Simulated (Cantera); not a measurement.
What does this Cantera script print?

```python
import numpy as np
import cantera as ct

gas = ct.Solution("gri30.yaml")
gas.TP = 300, 101325
flame = ct.CounterflowDiffusionFlame(gas, width=0.02)
flame.fuel_inlet.X, flame.fuel_inlet.T = {'CO': 1, 'H2': 0.04, 'CH4': 0.17, 'N2': 1.1}, 350
flame.oxidizer_inlet.X, flame.oxidizer_inlet.T = {'O2': 0.19, 'N2': 0.81}, 750
flame.set_refine_criteria(ratio=3, slope=0.12, curve=0.24, prune=0.03)
show = ['OH', 'H', 'NO', 'CO', 'C2H2']

rows = []
print(f"{'mdot':>8s}{'a_max':>10s}{'a_mean':>10s}{'Tmax/K':>9s}" + "".join(f"{s:>11s}" for s in show) + "   (peak mole fractions)")
for i, mdot in enumerate([0.61, 0.92, 1.4, 2.1, 3.3, 5, 7.5]):  # kg/m2/s on the oxidiser side
    flame.oxidizer_inlet.mdot, flame.fuel_inlet.mdot = mdot, 1.6 * mdot
    flame.solve(loglevel=0, auto=(i == 0))
    if flame.T.max() < max(350, 750) + 100:
        print(f"{mdot:8.3g}  no burning solution found from the previous one")
        break
    dT = np.abs(np.gradient(flame.T, flame.grid))
    rows.append([flame.strain_rate("max"), flame.strain_rate("mean"), flame.T.max(),
                 *(flame.X[gas.species_index(s)].max() for s in show), max(dT[0], dT[-1]) / dT.max()])
    print(f"{mdot:8.3g}{rows[-1][0]:10.1f}{rows[-1][1]:10.1f}{rows[-1][2]:9.1f}" + "".join(f"{x:11.3e}" for x in rows[-1][3:-1]))
```

Result:

```
    mdot     a_max    a_mean   Tmax/K         OH          H         NO         CO       C2H2   (peak mole fractions)
    0.61     375.0     117.8   1820.1  4.018e-03  4.424e-03  7.856e-05  4.329e-01  1.319e-03
    0.92     553.9     177.6   1783.1  3.882e-03  4.756e-03  6.096e-05  4.329e-01  1.102e-03
     1.4     827.4     270.3   1742.7  3.666e-03  4.994e-03  4.314e-05  4.329e-01  8.091e-04
     2.1    1220.4     405.4   1696.4  3.351e-03  5.031e-03  2.722e-05  4.329e-01  4.931e-04
     3.3    1878.0     637.1   1620.4  2.745e-03  4.576e-03  1.216e-05  4.329e-01  1.736e-04
       5  no burning solution found from the previous one
```

Computed with Cantera and GRI-Mech 3.0 (53 species, 325 reactions). GRI-Mech 3.0 has no aromatics or soot, which form on the fuel side of real flames. The maximum strain rate includes the flame's own expansion and is several times the mean. A flux with no burning solution from the previous one only brackets extinction.
